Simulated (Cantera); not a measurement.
A Cantera script and its output.

```python
import numpy as np
import cantera as ct

gas = ct.Solution("gri30.yaml")
gas.TPX = 775, 340000, {'CH4': 1, 'CO': 0.056, 'O2': 3.17, 'N2': 11.9}
inlet = ct.Reservoir(gas, clone=True)
gas.equilibrate("HP")  # start burning
reactor = ct.IdealGasConstPressureReactor(gas, energy="on", clone=False)
exhaust = ct.Reservoir(gas, clone=True)
tau = [0.024, 0.014, 0.0084, 0.005, 0.0029, 0.0017, 0.001, 0.00061, 0.00036, 0.00021, 0.00013, 7.5e-05, 4.4e-05][0]
for a, b in ((inlet, reactor), (reactor, exhaust)):
    ct.MassFlowController(a, b, mdot=lambda t: reactor.mass / tau)
net = ct.ReactorNet([reactor])
show = ['CH4', 'CO', 'O2', 'C2H2', 'C2H4', 'N2O', 'HO2']

rows = []
print(f"{'tau/s':>10s}{'T/K':>9s}" + "".join(f"{s:>11s}" for s in show))
for tau in [0.024, 0.014, 0.0084, 0.005, 0.0029, 0.0017, 0.001, 0.00061, 0.00036, 0.00021, 0.00013, 7.5e-05, 4.4e-05]:
    net.initial_time = 0.0
    net.advance(30 * tau)
    before = gas.X
    net.advance(40 * tau)
    drift = np.max(np.abs(gas.X - before) / (gas.X + 1e-9))
    rows.append([gas.T, *gas[show].X, drift])
    print(f"{tau:10.3e}{gas.T:9.1f}" + "".join(f"{x:11.3e}" for x in gas[show].X))
```

It prints:

```
     tau/s      T/K        CH4         CO         O2       C2H2       C2H4        N2O        HO2
 2.400e-02   2108.9  5.493e-06  6.408e-04  7.041e-02  3.433e-10  3.724e-10  6.528e-07  3.135e-06
 1.400e-02   2107.1  8.770e-06  7.767e-04  7.050e-02  7.892e-10  9.006e-10  7.086e-07  3.318e-06
 8.400e-03   2104.2  1.333e-05  9.740e-04  7.058e-02  1.586e-09  1.933e-09  7.854e-07  3.601e-06
 5.000e-03   2099.9  1.988e-05  1.271e-03  7.068e-02  2.923e-09  3.876e-09  8.877e-07  4.061e-06
 2.900e-03   2093.3  2.955e-05  1.725e-03  7.083e-02  5.030e-09  7.405e-09  1.012e-06  4.831e-06
 1.700e-03   2084.3  4.287e-05  2.361e-03  7.105e-02  7.920e-09  1.305e-08  1.129e-06  6.002e-06
 1.000e-03   2072.0  6.161e-05  3.239e-03  7.137e-02  1.181e-08  2.188e-08  1.212e-06  7.745e-06
 6.100e-04   2057.0  8.644e-05  4.341e-03  7.181e-02  1.673e-08  3.461e-08  1.240e-06  1.009e-05
 3.600e-04   2036.2  1.251e-04  5.902e-03  7.249e-02  2.420e-08  5.631e-08  1.214e-06  1.364e-05
 2.100e-04   2008.9  1.861e-04  8.026e-03  7.352e-02  3.613e-08  9.488e-08  1.141e-06  1.882e-05
 1.300e-04   1978.4  2.717e-04  1.050e-02  7.484e-02  5.410e-08  1.587e-07  1.050e-06  2.530e-05
 7.500e-05   1934.2  4.409e-04  1.430e-02  7.711e-02  9.524e-08  3.192e-07  9.264e-07  3.607e-05
 4.400e-05   1878.3  7.724e-04  1.948e-02  8.070e-02  2.016e-07  7.773e-07  7.853e-07  5.280e-05
```

Cantera simulation using GRI-Mech 3.0 (53 species, 325 reactions); the numbers are that mechanism's predictions, not measurements.
